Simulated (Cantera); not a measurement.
Feed: 1 mol SiO₂, 2.8 mol CO, 4 mol H₂, held at 1875 K and 100 Torr.

These are equilibrium values from Cantera (NASA tables, ideal gas, pure condensed phases), not measurements of a reactor. Candidate condensed phases: C, C₆H₆, C₇H₈, C₈H₁₈, H₂O, Si, SiC, SiO₂; 123 gas species. The tables hold silica as quartz up to 1696 K and as liquid above; real silica turns to tridymite and cristobalite and melts near 1996 K. The numbers say what is thermodynamically allowed, not how fast it happens.

Question: What is the equilibrium state?

Answer: 
```
Item                                        Value
--------------------------------------  ---------
x(H₂)                                       0.577
x(CO)                                       0.408
x(SiO)                                    0.00672
x(H₂O)                                    0.00574
x(H)                                      0.00136
x(CO₂)                                   0.000985
x(OH)                                     1.06e-6
n(SiO₂(condensed))                      0.954 mol
gas amount                              6.851 mol
log10 activity of C(graphite) (absent)      -2.96
log10 activity of Si(l) (absent)            -4.05
```
